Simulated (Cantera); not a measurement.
What does this Cantera script print?

```python
import numpy as np
import cantera as ct

gas_names = [...]  # 123 gases of nasa_gas.yaml made of C, H, O, Si
cond_names = """
    C(gr) C6H6(L) C7H8(L) C8H18(L),n-octa H2O(s) H2O(L) Si(cr) Si(L) SiC(b) SiO2(Lqz) SiO2(hqz) SiO2(L)
""".split()


# ... load() reads the species with a 1 bar reference pressure and builds the phases ...
atoms = {
    'Si': {'Si': 1},
    'CO2': {'C': 1, 'O': 2},
    'H2': {'H': 2},
}
top_T = {'C(gr)': 4500, 'SiC(b)': 3050}  # K; cautious upper limits of use, not melting points


# ... equilibrate(T, P, feed) seeds the gas with the atoms and calls Mixture.equilibrate('TP', solver="vcs", rtol=1e-11, max_steps=5000) ...
results = []
feed = {'Si': 1, 'CO2': 0.041, 'H2': 110}  # mol
P = 2500000  # Pa
for T in [773, 823, 873, 923, 973, 1023, 1073, 1123, 1173, 1223, 1273]:
    mix = equilibrate(T, P, feed)
    results.append((T, P, feed, dict(zip(mix.species_names, mix.species_moles))))

top = {s: max(r[3][s] / sum(r[3][g] for g in gas_names) for r in results) for s in gas_names}
cols = sorted((s for s in top if top[s] > 1e-05), key=lambda s: -top[s])[:9]
seen = [c for c in cond_names if any(r[3].get(c, 0) > 1e-12 for r in results)]
print("log10 of partial pressures in bar; condensed amounts in mol")
print(f"{'T/K':>10s}" + "".join(f"{s[:9]:>10s}" for s in cols + seen))
for T, P, feed, n in results:
    ng = sum(n[g] for g in gas_names)
    print(f"{T:10.4g}" + "".join(f"{np.log10(max(n[s] / ng * P / 1e5, 1e-99)):10.3f}" for s in cols)
          + "".join(f"{n.get(c, 0):10.4g}" for c in seen))
```

It prints:

```
log10 of partial pressures in bar; condensed amounts in mol
       T/K        H2       CH4      SiH4    Si(cr) SiO2(Lqz) SiO2(hqz)
       773     1.398    -2.031    -3.950    0.9585     0.041         0
       823     1.398    -2.031    -3.852    0.9584     0.041         0
       873     1.398    -2.031    -3.766    0.9582         0     0.041
       923     1.398    -2.031    -3.690    0.9581         0     0.041
       973     1.398    -2.031    -3.623     0.958         0     0.041
      1023     1.398    -2.031    -3.563    0.9578         0     0.041
      1073     1.398    -2.031    -3.509    0.9576         0     0.041
      1123     1.398    -2.031    -3.460    0.9575         0     0.041
      1173     1.398    -2.031    -3.415    0.9573         0     0.041
      1223     1.398    -2.031    -3.373    0.9571         0   0.04099
      1273     1.398    -2.031    -3.335     0.957         0   0.04098
```

Equilibrium computed with Cantera from the NASA thermochemical tables; the gas is ideal and each condensed phase is pure. Mutual solubility and eutectic melting of coexisting phases are not modelled. The tables hold silica as quartz up to 1696 K and as liquid above; real silica turns to tridymite and cristobalite and melts near 1996 K. Gases not in the tables: Si2H6 and higher silanes.
